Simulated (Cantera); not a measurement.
## Thermodynamics of carbon deposition, reforming and gasification, feed C₃H₈ + CO₂ + N₂

Charge: 1 mol C₃H₈, 0.39 mol CO₂, 0.61 mol N₂, held at 2623 K and 293 Torr.

Cantera equilibrium calculation (NASA polynomials, part measured and part estimated; ideal gas, pure solids and liquids). Candidate condensed phases: C, C₆H₆, C₇H₈, C₈H₁₈, H₂O; 136 gas species. Rates play no part.

- x(H₂): 0.668
- x(CO): 0.141
- x(N₂): 0.0963
- x(H): 0.0551
- x(HCN): 0.0241
- x(C₂H₂ (acetylene)): 0.0118
- x(HNC): 0.00323
- x(CN): 0.000136
- x(C₂H): 8.99e-5
- n(C(graphite)): 2.32 mol
- gas amount: 5.543 mol
